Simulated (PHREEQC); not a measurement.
Solution (25 °C): 1.9 mmol/kgw HF, 1.1 mmol/kgw (CH3)4NF and 7.3 mmol/kgw HCl. Closed to the air; pH follows from the charge balance.

Computed with PHREEQC (ion-association model, phreeqc.dat).

This is a speciation only: nothing precipitates in the calculation.

**Question.** What pH does the model give?

**Answer.** pH 2.22.

**Question.** In which forms is F present?

**Answer.** HF 89 %, F- 11 % of the F.

(CH3)4N+ isn't in the database: it is added as a free cation with an ion size of 4 Å.
